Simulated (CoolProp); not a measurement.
Vapour-liquid equilibrium of carbon dioxide (1) + n-butane (2) at 263.5 K; x and y are mole fractions of (1).

The numbers come from the multi-fluid Helmholtz-energy mixture model, Span 1996 and Bücker 2006; pair parameters Kunz 2012 in CoolProp.

### Question
Give the bubble pressure and the first vapour's composition at x = 0.05, 0.425, 0.8. Is there an azeotrope?

### Answer
x = 0.05: 0.3017 MPa, y = 0.762; x = 0.425: 1.584 MPa, y = 0.954; x = 0.8: 2.201 MPa, y = 0.975. No azeotrope shows between x = 0.05 and 0.95.

Pair parameters are fitted to limited data, so mixtures are less certain than the pure fluids. The gap from Raoult's law changes sign with composition, which may be real or a fault of the pair parameters; it wasn't checked against measurements. With so large a gap from Raoult's law the liquid may split in two, which this calculation doesn't test in full.
